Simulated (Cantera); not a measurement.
**SiF4 + N2 + H2 (silicon nitride deposition)**

A closed system holds: 1 mol SiF4, a varied amount of N2, 0.1 mol H2, equilibrated at 13.3 mbar.

Cantera equilibrium calculation (NASA polynomials, part measured and part estimated; ideal gas, pure solids and liquids). Candidate condensed phases: Si, Si3N4; 37 gas species. N2 is the only nitrogen source here; it is nearly inert below about 1500 K, so the nitride shown seldom forms there in practice. The tables' values for SiF2, SiF3 are old estimates. The numbers say what is thermodynamically allowed, not how fast it happens.

Question: Map the stable condensed phases over T = 627, 702, 777, 852, 927, 1002, 1077, 1152, 1227, 1302, 1377 °C and n(N2) in mol = 2, 2.4, 2.9, 3.5, 4.3, 5.1, 6.1, 7.4, 8.9, 11, 13, 15, 19.

Answer: 
```
T in °C \ n(N2) in mol
           2 2.4 2.9 3.5 4.3 5.1 6.1 7.4 8.9  11  13  15  19
   1377    A   A   A   A   A   A   A   A   A   A   A   A   A
   1302    A   A   A   A   A   A   A   A   A   A   A   A   A
   1227    A   A   A   A   A   A   A   A   A   A   A   A   A
   1152    A   A   A   A   A   A   A   A   A   A   A   A   A
   1077    A   A   A   A   A   A   A   A   A   A   A   A   A
   1002    A   A   A   A   A   A   A   A   A   A   A   A   A
    927    A   A   A   A   A   A   A   A   A   A   A   A   A
    852    A   A   A   A   B   B   B   B   B   B   B   B   B
    777    B   B   B   B   B   B   B   B   B   B   B   B   B
    702    A   A   A   B   B   B   B   B   B   B   B   B   B
    627    A   A   A   A   A   A   A   A   A   A   A   B   B
```
A: gas only; B: Si3N4.
